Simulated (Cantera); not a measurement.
Cantera run:

```python
import numpy as np
import cantera as ct

gas_names = """
    CL CL2 H HCL H2 Si SiCL SiCL2 SiCL3 SiCL4 SiH SiHCL3 SiH2 SiH2CL2 SiH3 SiH3CL SiH4 Si2 Si3
""".split()
cond_names = """
    Si(cr) Si(L)
""".split()


# ... load() reads the species with a 1 bar reference pressure and builds the phases ...
atoms = {
    'Si': {'Si': 1},
    'Cl2': {'CL': 2},
    'H2': {'H': 2},
}
top_T = {}  # K; cautious upper limits of use, not melting points


# ... equilibrate(T, P, feed) seeds the gas with the atoms and calls Mixture.equilibrate('TP', solver="vcs", rtol=1e-11, max_steps=5000) ...
results = []
feed = {'Si': 1, 'Cl2': 0.51, 'H2': 8.3}  # mol
P = 13332.2  # Pa
for T in [850, 875, 900, 925, 950, 975, 1000, 1025, 1050, 1075, 1100, 1125]:
    mix = equilibrate(T, P, feed)
    results.append((T, P, feed, dict(zip(mix.species_names, mix.species_moles))))

top = {s: max(r[3][s] / sum(r[3][g] for g in gas_names) for r in results) for s in gas_names}
cols = sorted((s for s in top if top[s] > 0.0001), key=lambda s: -top[s])[:5]
seen = [c for c in cond_names if any(r[3].get(c, 0) > 1e-12 for r in results)]
print("log10 of partial pressures in bar; condensed amounts in mol")
print(f"{'T/K':>10s}" + "".join(f"{s[:9]:>10s}" for s in cols + seen))
for T, P, feed, n in results:
    ng = sum(n[g] for g in gas_names)
    print(f"{T:10.4g}" + "".join(f"{np.log10(max(n[s] / ng * P / 1e5, 1e-99)):10.3f}" for s in cols)
          + "".join(f"{n.get(c, 0):10.4g}" for c in seen))
```

It prints:

```
log10 of partial pressures in bar; condensed amounts in mol
       T/K        H2       HCL     SiCL4    SiHCL3     SiCL2    Si(cr)
       850    -0.891    -3.406    -2.564    -2.829    -5.846    0.7251
       875    -0.891    -3.282    -2.567    -2.836    -5.568    0.7274
       900    -0.891    -3.166    -2.571    -2.843    -5.308    0.7302
       925    -0.892    -3.057    -2.577    -2.852    -5.062    0.7335
       950    -0.892    -2.954    -2.585    -2.862    -4.831    0.7374
       975    -0.893    -2.857    -2.595    -2.874    -4.613    0.7419
      1000    -0.894    -2.766    -2.608    -2.888    -4.408     0.747
      1025    -0.895    -2.681    -2.624    -2.903    -4.215    0.7527
      1050    -0.896    -2.601    -2.643    -2.922    -4.034     0.759
      1075    -0.897    -2.526    -2.667    -2.944    -3.864    0.7657
      1100    -0.899    -2.457    -2.696    -2.969    -3.706    0.7727
      1125    -0.900    -2.392    -2.731    -2.999    -3.558    0.7799
```

These are equilibrium values from Cantera (NASA tables, ideal gas, pure condensed phases), not measurements of a reactor. The tables' values for SiCl3 are old estimates; treat these amounts as uncertain.
